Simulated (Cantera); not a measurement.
A jet of 1.83 % CH₄, 7.57 % O₂, 90.6 % N₂, equivalence ratio 0.48 at 300 K and 26.3 Torr hits a platinum plate 4.2 cm away at a mass flux of 0.071 kg/m²/s; the plate temperature is set and raised in steps from an oxygen-covered start.

Cantera simulation using Deutschmann's 1995 Pt surface mechanism with GRI-Mech 3.0 gas chemistry; the numbers are that mechanism's predictions, not measurements. Catalytic surfaces can have several steady states; this one follows from the mechanism file's or the stated starting coverage.

x: mole fraction at the wall; θ: surface coverage.

| plate T (K) | wall x CH₄ | wall x O₂ | wall x H₂O | wall x OH | wall x CO | wall x CO₂ | θ free Pt | θ O* |
|---|---|---|---|---|---|---|---|---|
| 950 | 0.0114 | 0.0610 | 0.0129 | 8.37e-8 | 7.42e-6 | 0.00846 | 0.357 | 0.642 |
| 1000 | 0.00951 | 0.0569 | 0.0164 | 2.32e-7 | 8.54e-6 | 0.0108 | 0.436 | 0.564 |
| 1050 | (withheld) | 0.0537 | (withheld) | (withheld) | (withheld) | (withheld) | (withheld) | (withheld) |
| 1100 | (withheld) | 0.0512 | 0.0214 | (withheld) | (withheld) | 0.0141 | (withheld) | (withheld) |
| 1150 | 0.00586 | 0.0493 | 0.0230 | 2.52e-6 | 1.32e-5 | 0.0152 | 0.648 | 0.351 |
| 1200 | 0.00517 | 0.0479 | 0.0242 | 4.70e-6 | 1.57e-5 | 0.0160 | 0.708 | 0.292 |
| 1250 | 0.00466 | 0.0468 | 0.0251 | 8.22e-6 | 1.91e-5 | 0.0165 | 0.760 | 0.239 |

### Question
Fill in the missing entries.

### Answer

- 1050, wall x CH₄: 0.00797
- 1050, wall x H₂O: 0.0192
- 1050, wall x OH: 5.69e-7
- 1050, wall x CO: 9.76e-6
- 1050, wall x CO₂: 0.0127
- 1050, θ free Pt: 0.511
- 1050, θ O*: 0.488
- 1100, wall x CH₄: 0.00676
- 1100, wall x OH: 1.25e-6
- 1100, wall x CO: 1.12e-5
- 1100, θ free Pt: 0.583
- 1100, θ O*: 0.417
